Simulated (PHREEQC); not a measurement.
**Acid rinse or clean**

Consider water at 25 °C with 0.21 mol/kgw HCl, 0.016 mol/kgw NiCl2 and 0.0025 mol/kgw ZnCl2. Closed to the air; pH follows from the charge balance.

Model: ion-association model, wateq4f.dat, run in PHREEQC.

No solid was allowed to form.

### Question
What pH, activity of water does the model give?

### Answer
pH 0.78; activity of water 0.992.

### Question
In which forms is Zn present?

### Answer
Zn+2 82 %, ZnCl+ 16 %, ZnCl2 1.9 %, ZnCl3- 0.5 % of the Zn.

Species that the database lacks are ignored.
